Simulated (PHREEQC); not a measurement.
# Reverse-osmosis reject: an equilibrium model

A made-up water analysis in mmol/kgw, 25 °C, pH 7.42: Na 93; K 11.9; Ca 4.3; Mg 14.8; Cl 122; S(6) 9.94; Alkalinity (meq/kgw) 0.736; Fe(2) 0.34; Br 0.863.

Valence states are taken as typed.

Equilibrium calculation in PHREEQC: ion-association model, phreeqc.dat.

This is a speciation only: nothing precipitates in the calculation.

Problem. Estimate the ionic strength, density.

Solution. ionic strength 0.161 mol/kgw; density 1.003 g/cm³.

Problem. In which forms is K present?

Solution. K+ 99 %, KSO4- 1.3 % of the K.

The solution is supersaturated, for example in Siderite, so a real one may precipitate; this is no full list. Complexes and solids missing from the database can't appear.
